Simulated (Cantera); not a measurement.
**Boron, boron nitride and boron oxide: BCl3 + N2**

Feed: 1 mol BCl3, 7 mol N2, at 1375 K and 0.100 bar.

Method: chemical equilibrium by Gibbs-energy minimisation in Cantera with the NASA 1993 tables (ideal gas, pure condensed phases). Candidate condensed phases: B, BN; 10 gas species. N2 is the only nitrogen source here; it is nearly inert below about 1500 K, so the nitride shown seldom forms there in practice. The tables' values for BCl2 are old estimates; treat these amounts as uncertain. The numbers say what is thermodynamically allowed, not how fast it happens.

```
Property                               Result
-------------------------------  ------------
x(N2)                                   0.875
x(BCl3)                                 0.125
x(Cl)                                 9.50e-5
x(BCl2)                               1.15e-5
x(Cl2)                                1.65e-6
n(BN(s))                         0.000231 mol
gas amount                          8.000 mol
log10 activity of B(s) (absent)         -4.39
```
